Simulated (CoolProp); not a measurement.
Vapour-liquid equilibrium of dimethyl ether (1) + n-butane (2) at 0.663 MPa; x and y are mole fractions of (1).

Model: multi-fluid Helmholtz-energy mixture model, Wu 2011 and Bücker 2006; pair parameters Bell 2016, in CoolProp.

```csv
x,"bubble temperature, mixture model (°C)","bubble temperature, Raoult's law (°C)","y, mixture model","y, Raoult's law"
0.05,57.6,59.0,___,0.107
0.125,52.5,55.5,0.272,0.246
0.2,48.4,52.3,___,0.365
0.275,44.9,49.4,0.482,0.467
0.35,42.1,46.6,___,0.556
0.425,___,44.1,___,0.633
0.5,37.6,41.7,0.679,0.701
0.575,35.8,39.5,___,0.761
0.65,34.2,37.4,0.777,0.814
0.725,32.9,35.4,0.822,0.862
0.8,31.7,33.6,0.867,0.905
0.875,30.6,31.8,0.914,0.944
0.95,29.6,30.2,0.964,0.979
```

Some entries are withheld; supply them.


- 0.05, y, mixture model: 0.123
- 0.2, y, mixture model: 0.389
- 0.35, y, mixture model: 0.558
- 0.425, bubble temperature, mixture model (°C): 39.6
- 0.425, y, mixture model: 0.623
- 0.575, y, mixture model: 0.730

The largest gap from Raoult's law is -4.5 K in bubble temperature, at x = 0.35. No azeotrope shows between x = 0.05 and 0.95.

Pair parameters are fitted to limited data, so mixtures are less certain than the pure fluids.
